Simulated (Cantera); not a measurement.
**Adiabatic ignition**

An adiabatic, constant-pressure homogeneous reactor starts with CO : H₂ : O₂ : N₂ = 1 : 0.08 : 0.386 : 1.45 (molar parts), at 973 K and 2.20 bar.

Cantera simulation using GRI-Mech 3.0 (53 species, 325 reactions); the numbers are that mechanism's predictions, not measurements. The hydrogen kinetics of GRI-Mech 3.0 are dated; newer H2 mechanisms differ, most at raised pressure.

| t (s) | T (K) | x CO | x H₂ | x O₂ | x H₂O₂ | x H₂O |
|---|---|---|---|---|---|---|
| 3.00e-6 | 973 | 0.343 | 0.0274 | 0.132 | <1e-12 | 8.81e-12 |
| 1.28e-5 | 973 | 0.343 | 0.0274 | 0.132 | <1e-12 | 1.74e-10 |
| 5.46e-5 | 973 | 0.343 | 0.0274 | 0.132 | 5.20e-12 | 2.13e-9 |
| 0.000233 | 973 | 0.343 | 0.0274 | 0.132 | 1.91e-10 | 2.98e-8 |
| 0.000994 | 973 | 0.343 | 0.0274 | 0.132 | 6.45e-8 | 2.89e-6 |
| 0.00424 | 2696 | 0.151 | 0.00235 | 0.0137 | 4.46e-8 | 0.0247 |
| 0.0181 | 2701 | 0.150 | 0.00236 | 0.0112 | 4.15e-8 | 0.0251 |
| 0.0772 | 2701 | 0.150 | 0.00236 | 0.0112 | 4.15e-8 | 0.0251 |
| 0.330 | 2701 | 0.150 | 0.00236 | 0.0112 | 4.15e-8 | 0.0251 |
| 1.41 | 2701 | 0.150 | 0.00236 | 0.0112 | 4.15e-8 | 0.0251 |
| 6.00 | 2701 | 0.150 | 0.00236 | 0.0112 | 4.15e-8 | 0.0251 |
x: mole fraction; the columns are a selection and need not sum to one.

```yaml
time_of_steepest_temperature_rise: 3.65 ms
temperature at 6.00 s: 2701 K
equilibrium_temperature: 2701 K
x(CO) at 6.00 s: 0.150 (gas-phase equilibrium 0.150)
x(H₂) at 6.00 s: 0.00236 (gas-phase equilibrium 0.00236)
x(O₂) at 6.00 s: 0.0112 (gas-phase equilibrium 0.0112)
```
